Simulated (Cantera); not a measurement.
What does this Cantera script print?

```python
import numpy as np
import cantera as ct

gas_names = """
    CL CL2 H HCL H2 N NH NH2 NH3 N2 N2H2 N2H4 Si SiCL SiCL2 SiCL3 SiCL4 SiH SiHCL3 SiH2 SiH2CL2 SiH3
    SiH3CL SiH4 SiN Si2 Si2N Si3
""".split()
cond_names = """
    NH4CL(a) NH4CL(b) Si(cr) Si(L) Si3N4(a)
""".split()


# ... load() reads the species with a 1 bar reference pressure and builds the phases ...
atoms = {
    'Si2H6': {'Si': 2, 'H': 6},
    'Cl2': {'CL': 2},
    'N2': {'N': 2},
}
top_T = {'Si3N4(a)': 2400}  # K; cautious upper limits of use, not melting points


# ... equilibrate(T, P, feed) seeds the gas with the atoms and calls Mixture.equilibrate('TP', solver="vcs", rtol=1e-11, max_steps=5000) ...
results = []
feed = {'Si2H6': 1, 'Cl2': 0.055, 'N2': 33}  # mol
T = 1150  # K
P = 13000  # Pa
mix = equilibrate(T, P, feed)
results.append((T, P, feed, dict(zip(mix.species_names, mix.species_moles))))
x = sorted(zip(gas.X, gas.species_names), reverse=True)
print(f"T = {T:g} K  P = {P:g} Pa  gas = {mix.phase_moles(0):.4g} mol")
print("   x: " + "  ".join(f"{s} {v:.3e}" for v, s in x if v > 1e-05))
print("   condensed (mol): " + ("  ".join(f"{mix.phase(i).name} {mix.phase_moles(i):.4g}"
      for i in range(1, mix.n_phases) if mix.phase_moles(i) > 1e-12) or "none"))
```

Result:

```
T = 1150 K  P = 13000 Pa  gas = 34.72 mol
   x: N2 9.120e-01  H2 8.482e-02  HCL 3.168e-03
   condensed (mol): Si3N4(a) 0.6667
```

Method: chemical equilibrium by Gibbs-energy minimisation in Cantera with the NASA 1993 tables (ideal gas, pure condensed phases). The feed counts by its element totals alone. N2 is the only nitrogen source here; it is nearly inert below about 1500 K, so the nitride shown seldom forms there in practice.
